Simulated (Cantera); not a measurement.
A diamond (100) surface in a fixed gas of H2 with x(CH4) = 0.0034, x(CH3) = 0.00021, at 973 K, 120 Torr; coverages are run to steady state.

Detailed kinetics in Cantera: the Harris–Goodwin 1993 mechanism for the reconstructed diamond (100) surface.

One state of this run: growth (µm/h) = 11.0; θ c6HH = 0.496; θ c6H* = 0.0124; θ c6*H = 0.275; θ c6** = 0.00522; θ c6HM = 0.158. θ: site fractions in the mechanism's names (c6HH fully hydrogenated, c6H* and c6*H radical sites, c6** diradical, c6HM methylated).

Which value of x(H) does it belong to?
A) 0.0001
B) 0.00057
C) 0.0033
D) 0.045

B, 0.00057
